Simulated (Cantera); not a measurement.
# Ignition delay

Mixture: 6.61 % CH4, 12.0 % O2, 67.5 % N2, 13.9 % H2O, at 0.850 bar, adiabatic and at constant pressure. Ignition delay is the time to a rise of 400 K.

Model: GRI-Mech 3.0 (53 species, 325 reactions), integrated in Cantera.

```tsv
T0 (K)	delay (ms)
1200	113
1250	57.7
1300	30.0
1350	15.9
1400	8.50
1450	4.65
```

- apparent activation energy between 1350 and 1450 K = 200 kJ/mol
